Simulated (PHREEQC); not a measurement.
H2SO4 is added in steps, without added water, to 1 kg of water holding 0.00027 mol Ag2SO4, 0.0015 mol KNO3 and 0.00053 mol Cu(NO3)2, at 20 °C. Oxygen alone is held at its pressure in air (log pO2 = -0.68). No CO2 enters from the air. Solids allowed: Cu(OH)2, Brochantite, Antlerite, Cu2(OH)3NO3, Ag2O, Ag2SO4, Chalcanthite. Others were left out.

Base run: PHREEQC, ion-association model, wateq4f.dat. Each further column changes one thing. The table gives SO4-2 (mol/kgw).

| H2SO4 added (mol) | base | Ag2SO4 replaced by KHSO4 at the same molality | KNO3 replaced by KOH at the same molality | temperature from 20 to 30 °C | no solid may form |
|---|---|---|---|---|---|
| 0 | 0.000251 | 0.000248 | 0.000267 | … | 0.000251 |
| 0.002031 | 0.00180 | 0.00179 | 0.00192 | … | 0.00180 |
| 0.004469 | 0.00323 | 0.00321 | 0.00338 | … | 0.00323 |
| 0.0065 | 0.00422 | 0.00420 | 0.00439 | … | 0.00422 |
| 0.008531 | 0.00509 | 0.00507 | 0.00527 | … | 0.00509 |
| 0.01097 | 0.00602 | 0.00599 | 0.00620 | 0.00550 | 0.00602 |
| 0.013 | 0.00672 | 0.00670 | 0.00691 | … | 0.00672 |

What belongs in the gaps?


- 0, temperature from 20 to 30 °C: 0.000250
- 0.002031, temperature from 20 to 30 °C: 0.00173
- 0.004469, temperature from 20 to 30 °C: 0.00304
- 0.0065, temperature from 20 to 30 °C: 0.00392
- 0.008531, temperature from 20 to 30 °C: 0.00469
- 0.013, temperature from 20 to 30 °C: 0.00611

 The database's constant for dissolved Cu(OH)2 is higher than later reviews accept. In at least one series the solution becomes supersaturated in solids that the run did not let form, among them Brochantite. Solids allowed in the column 'Ag2SO4 replaced by KHSO4 at the same molality': Cu(OH)2, Brochantite, Antlerite, Cu2(OH)3NO3, Chalcanthite.
